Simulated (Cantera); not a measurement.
A perfectly stirred reactor is fed with CH4 : H2 : CO2 = 0.027 : 1 : 0.02 (molar parts), at 173 Torr; it is held at 2000 K, and followed from long to short residence time.

Computed with Cantera and GRI-Mech 3.0 (53 species, 325 reactions).

Predict: x(CH4) at τ = 2.80 s; x(H2) at τ = 2.80 s; x(CO2) at τ = 2.80 s; x(CO) at τ = 2.80 s; x(O) at τ = 2.80 s; x(CH4) at τ = 32.0 ms; x(H2) at τ = 32.0 ms; x(CO2) at τ = 32.0 ms; x(CO) at τ = 32.0 ms; x(O) at τ = 32.0 ms.


```
Property                  Value
---------------------  --------
x(CH4) at τ = 2.80 s    0.00107
x(H2) at τ = 2.80 s       0.954
x(CO2) at τ = 2.80 s    3.83e-5
x(CO) at τ = 2.80 s      0.0322
x(O) at τ = 2.80 s      3.71e-9
x(CH4) at τ = 32.0 ms   0.00751
x(H2) at τ = 32.0 ms      0.944
x(CO2) at τ = 32.0 ms  0.000617
x(CO) at τ = 32.0 ms     0.0195
x(O) at τ = 32.0 ms     1.25e-8
```
